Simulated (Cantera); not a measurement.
Input (Python, Cantera) and output of one run.

```python
import numpy as np
import cantera as ct

gas_names = """
    C CH CH2 CH3 CH2OH CH3O CH4 CH3OH CN CO CO2 COOH C2 C2H CHCO,ketyl C2H2,acetylene C2H2,vinylidene
    CH2CO,ketene C2H3,vinyl CH3CN CH3CO,acetyl C2H4 C2H4O,ethylen CH3CHO,ethanal CH3COOH (HCOOH)2 C2H5
    C2H6 CH3OCH3 C2H5OH CCN CNC C2N2 C2O C3 C3H3,propargyl C3H4,allene C3H4,propyne C3H4,cyclo-
    C3H5,allyl C3H6,propylene C3H6,cyclo- C3H6O C3H7,n-propyl C3H7,i-propyl C3H8 C3H8O,1propanol
    C3H8O,2propanol C3O2 C4 C4H2 C4H4,1,3-cyclo- C4H6,butadiene C4H6,2-butyne C4H6,cyclo- C4H8,1-butene
    C4H8,cis2-buten C4H8,tr2-butene C4H8,isobutene C4H8,cyclo- (CH3COOH)2 C4H9,n-butyl C4H9,i-butyl
    C4H9,s-butyl C4H9,t-butyl C4H10,isobutane C4H10,n-butane C4N2 C5 C5H6,1,3cyclo- C5H8,cyclo-
    C5H10,1-pentene C5H10,cyclo- C5H11,pentyl C5H11,t-pentyl C5H12,n-pentane C5H12,i-pentane
    CH3C(CH3)2CH3 C6H2 C6H5,phenyl C6H5O,phenoxy C6H6 C6H5OH,phenol C6H10,cyclo- C6H12,1-hexene
    C6H12,cyclo- C6H13,n-hexyl C7H7,benzyl C7H8 C7H8O,cresol C7H14,1-heptene C7H15,n-heptyl
    C7H16,n-heptane C8H8,styrene C8H10,ethylbenz C8H16,1-octene C8H17,n-octyl C8H18,isooctane
    C8H18,n-octane C9H19,n-nonyl C10H8,naphthale C10H21,n-decyl C12H9,o-bipheny C12H10,bipheny H HCN HCO
    HCCN HNC HNCO HNO HNO2 HNO3 HO2 H2 HCHO,formaldehy HCOOH H2O H2O2 N NCO NH NH2 NH3 NH2OH NO NO2 NO3
    N2 N2H2 N2H4 N2O O OH O2 O3 Si SiC SiC2 SiC4H12 SiH SiH2 SiH3 SiH4 SiN SiO SiO2 Si2 Si2C Si2N Si3
""".split()
cond_names = """
    C(gr) C6H6(L) C7H8(L) C8H18(L),n-octa H2O(s) H2O(L) Si(cr) Si(L) SiC(b) SiO2(Lqz) SiO2(hqz) SiO2(L)
    Si2N2O(s) Si3N4(a)
""".split()


def load(file, names, dense=False):
    # The tables refer to 1 bar. Condensed volumes are neglected.
    table = {s.name: s for s in ct.Species.list_from_file(file)}
    out = []
    for n in names:
        d = dict(table[n].input_data)
        d["thermo"] = dict(d["thermo"], **{"reference-pressure": 1e5})
        if dense:
            d["equation-of-state"] = {"model": "constant-volume", "density": "1e6 g/cm^3"}
        out.append(ct.Species.from_dict(d))
    return out


gas = ct.Solution(thermo="ideal-gas", species=load("nasa_gas.yaml", gas_names))
cond = {s.name: ct.Solution(thermo="fixed-stoichiometry", species=[s], name=s.name)
        for s in load("nasa_condensed.yaml", cond_names, dense=True)}
atoms = {
    'HMDSO': {'Si': 2, 'C': 6, 'H': 18, 'O': 1},
    'NO': {'N': 1, 'O': 1},
    'H2': {'H': 2},
}
top_T = {'C(gr)': 4500, 'SiC(b)': 3050, 'Si2N2O(s)': 2100, 'Si3N4(a)': 2400}  # K; cautious upper limits of use, not melting points


def equilibrate(T, P, feed):
    n = {}
    for name, mol in feed.items():
        for a, k in atoms[name].items():
            n[a] = n.get(a, 0.0) + k * mol
    gas.TPX = T, P, n
    mass = sum(n.values()) * gas.mean_molecular_weight
    gas.equilibrate("TP")
    valid = [c for c in cond.values() if c.min_temp <= T <= top_T.get(c.name, c.max_temp)]
    mix = ct.Mixture([(gas, mass / gas.mean_molecular_weight)] + [(c, 0.0) for c in valid])
    mix.T, mix.P = T, P
    mix.equilibrate("TP", solver="vcs", rtol=1e-11, max_steps=5000)
    return mix


results = []
feed = {'HMDSO': 1, 'NO': 29, 'H2': 13}  # mol
T = 550  # K
P = 2400  # Pa
mix = equilibrate(T, P, feed)
results.append((T, P, feed, dict(zip(mix.species_names, mix.species_moles))))
print(gas.report(threshold=1e-05))
for i in range(1, mix.n_phases):
    print(f"{mix.phase(i).name:16s} {mix.phase_moles(i):12.5e} mol")
```

It prints:

```
       temperature   550 K
          pressure   2400 Pa
           density   0.012279 kg/m^3
  mean mol. weight   23.396 kg/kmol
   phase of matter   gas

                          1 kg             1 kmol
                     ---------------   ---------------
          enthalpy       -5.9717e+06       -1.3971e+08  J
   internal energy       -6.1672e+06       -1.4429e+08  J
           entropy             10695        2.5022e+05  J/K
    Gibbs function       -1.1854e+07       -2.7734e+08  J
 heat capacity c_p            1484.5             34731  J/K
 heat capacity c_v            1129.1             26416  J/K

                      mass frac. Y      mole frac. X     chem. pot. / RT
                     ---------------   ---------------   ---------------
               CH4          0.020346           0.02967           -46.706
                CO        0.00048709        0.00040685           -60.024
               CO2           0.22475           0.11948           -118.36
                H2         0.0069169          0.080272           -22.511
               H2O           0.31472           0.40872            -80.85
               NH3        2.5218e-05        3.4643e-05           -47.934
                N2           0.43276           0.36142           -28.336
     [ +144 minor]        2.4868e-09           1.9e-09

C(gr)             0.00000e+00 mol
H2O(L)            0.00000e+00 mol
Si(cr)            0.00000e+00 mol
SiC(b)            0.00000e+00 mol
SiO2(Lqz)         2.00000e+00 mol
Si2N2O(s)         0.00000e+00 mol
Si3N4(a)          0.00000e+00 mol
```

Cantera equilibrium calculation (NASA polynomials, part measured and part estimated; ideal gas, pure solids and liquids). The feed counts by its element totals alone.
